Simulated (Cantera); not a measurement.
A perfectly stirred reactor is fed with NH3 : N2 = 1 : 1.2 (molar parts), at 760 Torr; it is held at 1825 K, and followed from long to short residence time.

Computed with Cantera and the gas-phase N/H chemistry of the illustrative SiF4/NH3 mechanism in the Surface Chemkin manual (1991). Walls and surfaces, which speed up NH3 decomposition in real reactors, are not modelled.

**Question.** What does this change do: pressure from 760 Torr to 10.00 Torr?

**Answer.** 
```
quantity                  before     after
----------------------  --------  --------
x(NH3) at τ = 3.20 s      0.0528     0.289
x(N2H2) at τ = 3.20 s    5.55e-8   2.01e-6
x(H2) at τ = 3.20 s        0.414     0.170
x(NH2) at τ = 3.20 s     6.28e-5  0.000365
x(H) at τ = 3.20 s      0.000182   7.99e-5
x(NH3) at τ = 0.110 s      0.318     0.446
x(N2H2) at τ = 0.110 s   6.88e-7   3.14e-6
x(H2) at τ = 0.110 s       0.141   0.00802
x(NH2) at τ = 0.110 s   0.000239  0.000551
x(H) at τ = 0.110 s      3.94e-5   4.25e-6
```

**Question.** What does this change do: pressure from 760 Torr to 90.0 Torr?

**Answer.** 
| quantity | before | after |
|---|---|---|
| x(NH3) at τ = 3.20 s | 0.0528 | 0.149 |
| x(N2H2) at τ = 3.20 s | 5.55e-8 | 3.82e-7 |
| x(H2) at τ = 3.20 s | 0.414 | 0.315 |
| x(NH2) at τ = 3.20 s | 6.28e-5 | 0.000165 |
| x(H) at τ = 3.20 s | 0.000182 | 0.000130 |
| x(NH3) at τ = 0.110 s | 0.318 | 0.421 |
| x(N2H2) at τ = 0.110 s | 6.88e-7 | 1.52e-6 |
| x(H2) at τ = 0.110 s | 0.141 | 0.0343 |
| x(NH2) at τ = 0.110 s | 0.000239 | 0.000365 |
| x(H) at τ = 0.110 s | 3.94e-5 | 1.12e-5 |

**Question.** What does this change do: NH3 1 to 1.8 parts?

**Answer.** 
```tsv
quantity	before	after
x(NH3) at τ = 3.20 s	0.0528	0.0653
x(N2H2) at τ = 3.20 s	5.55e-8	6.76e-8
x(H2) at τ = 3.20 s	0.414	0.501
x(NH2) at τ = 3.20 s	6.28e-5	7.13e-5
x(H) at τ = 3.20 s	0.000182	0.000202
x(NH3) at τ = 0.110 s	0.318	0.409
x(N2H2) at τ = 0.110 s	6.88e-7	9.19e-7
x(H2) at τ = 0.110 s	0.141	0.179
x(NH2) at τ = 0.110 s	0.000239	0.000276
x(H) at τ = 0.110 s	3.94e-5	4.47e-5
```
